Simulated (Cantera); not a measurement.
Input (Python, Cantera) and output of one run.

```python
import numpy as np
import cantera as ct

gas_names = """
    O2 Br2
""".split()
cond_names = """
    Ca(L) CaBr2(L) CaO(s)
""".split()


# ... load() reads the species with a 1 bar reference pressure and builds the phases ...
species = {s.name: s for s in load("nasa_gas.yaml", gas_names) + load("nasa_condensed.yaml", cond_names)}
T = 1200
g = {n: (s.thermo.h(T) - T * s.thermo.s(T)) / (ct.gas_constant * T * np.log(10)) for n, s in species.items()}
valid = cond_names  # the entries whose range holds T


def stable(la, lb):
    # potentials (over RT ln 10) of the two non-metals from log10 p(O2) and log10 p(Br2) in bar
    mu = {}
    mu["O"] = (g["O2"] + la) / 2
    mu["Br"] = (g["Br2"] + lb) / 2
    cost = {}
    for n in valid:
        c = species[n].composition
        cost[n] = (g[n] - sum(c.get(e, 0) * m for e, m in mu.items())) / c["Ca"]
    return min(cost, key=cost.get)


results = []
for lb in [1, -0.5, -2, -3.5, -5, -6.5, -8, -9.5, -11, -12.5, -14, -15.5, -17]:
    row = [stable(la, lb) for la in [-21, -19.4, -17.9, -16.3, -14.7, -13.1, -11.6, -10, -8.4, -6.9, -5.3, -3.7, -2.1, -0.6, 1]]
    results.append(row)
    print(f"{lb:6.1f}  " + " ".join(f"{valid.index(n):x}" for n in row))
print("key: " + ", ".join(f"{i:x} {n}" for i, n in enumerate(valid)))
```

Result:

```
   1.0  1 1 1 1 1 1 1 1 1 1 1 1 1 1 1
  -0.5  1 1 1 1 1 1 1 1 1 1 1 1 1 1 1
  -2.0  1 1 1 1 1 1 1 1 1 1 1 1 1 2 2
  -3.5  1 1 1 1 1 1 1 1 1 1 1 2 2 2 2
  -5.0  1 1 1 1 1 1 1 1 1 2 2 2 2 2 2
  -6.5  1 1 1 1 1 1 1 2 2 2 2 2 2 2 2
  -8.0  1 1 1 1 1 2 2 2 2 2 2 2 2 2 2
  -9.5  1 1 1 2 2 2 2 2 2 2 2 2 2 2 2
 -11.0  1 1 2 2 2 2 2 2 2 2 2 2 2 2 2
 -12.5  2 2 2 2 2 2 2 2 2 2 2 2 2 2 2
 -14.0  2 2 2 2 2 2 2 2 2 2 2 2 2 2 2
 -15.5  2 2 2 2 2 2 2 2 2 2 2 2 2 2 2
 -17.0  2 2 2 2 2 2 2 2 2 2 2 2 2 2 2
key: 0 Ca(L), 1 CaBr2(L), 2 CaO(s)
```

Source: NASA polynomial tables (part measured, part estimated), evaluated in Cantera. Not in the tables: oxide halides.
